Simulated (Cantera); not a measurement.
Cantera with NASA thermochemical tables; ideal gases at 1 bar, condensed phases pure. Values are per mole of reaction as written; species without (g) are pure solids or liquids, kept so even where they would boil at 1 bar. VN: taken at fixed stoichiometry.

2 VN + 3 N₂O(g) = 8 N(g) + V₂O₃

| T (K) | ΔH° (kJ) | ΔS° (J/K) | ΔG° (kJ) | log10 K |
|---|---|---|---|---|
| 1523 | 2801.8 | 668.8 | 1783.2 | -61.16 |
| 1548 | 2802.4 | 669.2 | 1766.5 | -59.61 |
| 1573 | 2803.0 | 669.6 | 1749.8 | -58.10 |
| 1598 | 2803.6 | 669.9 | 1733.0 | -56.65 |
| 1623 | 2804.2 | 670.3 | 1716.3 | -55.23 |
| 1648 | ___ | ___ | ___ | ___ |
| 1673 | ___ | ___ | ___ | ___ |
| 1698 | 2805.9 | 671.4 | 1665.9 | -51.25 |

Question: Fill in the missing entries.

Answer: 
- 1648, ΔH° (kJ): 2804.8
- 1648, ΔS° (J/K): 670.7
- 1648, ΔG° (kJ): 1699.5
- 1648, log10 K: -53.87
- 1673, ΔH° (kJ): 2805.3
- 1673, ΔS° (J/K): 671.0
- 1673, ΔG° (kJ): 1682.7
- 1673, log10 K: -52.54
